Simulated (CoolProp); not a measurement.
20 sccm (0 °C, 1 atm) of nitrogen bubbles through liquid the fluoroketone C6F12O (FK-5-1-12) at 306.5 K and leaves saturated at a total pressure of 0.15 MPa (ideal gas phase). Each further row changes one setting.

Values from CoolProp's reference Helmholtz-energy equation of state, McLinden 2015.

```
case                      vapour pressure (kPa)  mole fraction of vapour  delivery (mg/min)  delivery (sccm)  change of delivery for a bath 1 K warmer (%)
------------------------  ---------------------  -----------------------  -----------------  ---------------  --------------------------------------------
as stated                                  56.7                    0.378                172             12.2                                           6.6
bath temperature 311.5 K                   68.8                    0.459                239             16.9                                           7.3
total pressure 0.3 MPa                     56.7                    0.189               65.8             4.67                                           5.0
```
